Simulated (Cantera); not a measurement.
**Equilibrium for nitride etching: Si3N4 + O2**

A closed system holds: 1 mol Si3N4, 0.38 mol O2, held at 23.3 Torr.

Method: chemical equilibrium by Gibbs-energy minimisation in Cantera with the NASA 1993 tables (ideal gas, pure condensed phases). Candidate condensed phases: Si, SiO2, Si2N2O, Si3N4; 16 gas species. Mutual solubility and eutectic melting of coexisting phases are not modelled. The tables' values for SiN are old estimates; treat these amounts as uncertain. Rates play no part.

```csv
T (°C),x N2,x SiO,x Si,x Si2N,x SiN,n Si2N2O(s),n Si3N4(s),n Si(l)
527,1.00,<1e-12,<1e-12,<1e-12,<1e-12,0.760,0.493,0
627,1.00,<1e-12,<1e-12,<1e-12,<1e-12,0.760,0.493,0
727,1.00,<1e-12,<1e-12,<1e-12,<1e-12,0.760,0.493,0
827,1.00,<1e-12,<1e-12,<1e-12,<1e-12,0.760,0.493,0
927,1.00,2.84e-11,<1e-12,<1e-12,<1e-12,0.760,0.493,0
1027,1.00,2.53e-9,<1e-12,<1e-12,<1e-12,0.760,0.493,0
1127,1.00,1.17e-7,8.62e-11,<1e-12,3.08e-11,0.760,0.493,0
1227,1.000,3.22e-6,4.51e-9,2.03e-11,1.02e-9,0.760,0.493,0
1327,1.000,5.78e-5,1.43e-7,1.64e-9,2.16e-8,0.760,0.493,0
1427,0.999,0.000733,2.98e-6,7.83e-8,3.18e-7,0.760,0.493,0
1527,0.993,0.00697,4.45e-5,2.41e-6,3.46e-6,0.758,0.494,0
1627,0.933,0.0670,0.000407,3.35e-5,2.32e-5,0.664,0,1.58
1727,0.723,0.275,0.00140,7.19e-5,5.48e-5,0,0,2.24
1827,0.721,0.274,0.00430,0.000160,0.000133,0,0,2.23
```
x: gas mole fraction; n: condensed amount in mol.

From 527 °C to 1527 °C the condensed part is Si2N2O(s) + Si3N4(s). At 1627 °C the condensed part is Si(l) + Si2N2O(s). From 1727 °C to 1827 °C the condensed part is Si(l).
